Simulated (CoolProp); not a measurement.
Oxygen along the isobar 17 MPa: fugacity coefficient from the reference equation and from simpler models built on Tc = 154.6 K, pc = 5.046 MPa, ω = 0.022; each cubic takes its own stable root.

Computed with CoolProp (reference Helmholtz-energy equation of state, Schmidt 1985). Above 300 K oxygen's equation is extrapolated.

```
T (K)          phase  reference
-----  -------------  ---------
148.3         liquid     0.2475
176.6  supercritical     0.4545
204.9  supercritical     0.6362
233.2  supercritical     0.7623
261.5  supercritical     0.8467
289.8  supercritical     0.9044
318    supercritical     0.9446
346.3  supercritical     0.9734
374.6  supercritical     0.9941
```

Problem. How far does each simpler model (van der Waals, Redlich-Kwong, Soave-Redlich-Kwong, Peng-Robinson) lie from the reference over these 9 states: mean and median of the absolute difference, and the worst?

Solution. 
- van der Waals: mean 7.1 %, median 5.2 %, worst +25.3 % at 148.3 K and 17 MPa
- Redlich-Kwong: mean 1.3 %, median 1.3 %, worst +3.1 % at 148.3 K and 17 MPa
- Soave-Redlich-Kwong: mean 2.1 %, median 1.9 %, worst +3.0 % at 148.3 K and 17 MPa
- Peng-Robinson: mean 3.7 %, median 3.8 %, worst -4.9 % at 204.9 K and 17 MPa
